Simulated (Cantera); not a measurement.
## Hydrocarbon pyrolysis for carbon deposition

A perfectly stirred reactor is fed with 0.344 % CH₄, 99.7 % N₂, at 0.987 atm; it is held at 1600 K, and followed from long to short residence time.

Detailed kinetics in Cantera: GRI-Mech 3.0 (53 species, 325 reactions). GRI-Mech 3.0 stops at C3 and has no aromatics, soot or wall deposition, so with more carbon than oxygen in the feed, carbon stays in small species such as C2H2 where larger ones or solid carbon would form.

| τ (s) | x CH₄ | x CH₂ | x HCN | x CH₃ | x C₂H₄ |
|---|---|---|---|---|---|
| 0.74 | 0.00107 | 1.22e-8 | 1.15e-6 | 1.75e-5 | 1.25e-5 |
| 0.44 | 0.00131 | 1.50e-8 | 7.92e-7 | 2.16e-5 | 1.91e-5 |
| 0.26 | 0.00157 | 1.83e-8 | 5.28e-7 | 2.64e-5 | 2.88e-5 |
| 0.16 | 0.00182 | 2.18e-8 | 3.51e-7 | 3.14e-5 | 4.09e-5 |
| 0.092 | 0.00212 | 2.59e-8 | 2.09e-7 | 3.76e-5 | 5.81e-5 |
| 0.055 | 0.00239 | 2.96e-8 | 1.21e-7 | 4.33e-5 | 7.51e-5 |
| 0.033 | 0.00265 | 3.24e-8 | 6.44e-8 | 4.83e-5 | 8.78e-5 |
| 0.019 | 0.00290 | 3.30e-8 | 2.79e-8 | 5.17e-5 | 8.77e-5 |
| 0.012 | 0.00309 | 3.03e-8 | 1.15e-8 | 5.12e-5 | 7.17e-5 |
| 0.0068 | 0.00326 | 2.24e-8 | 2.85e-9 | 4.46e-5 | 3.93e-5 |
x: mole fraction; the columns are a selection and need not sum to one.
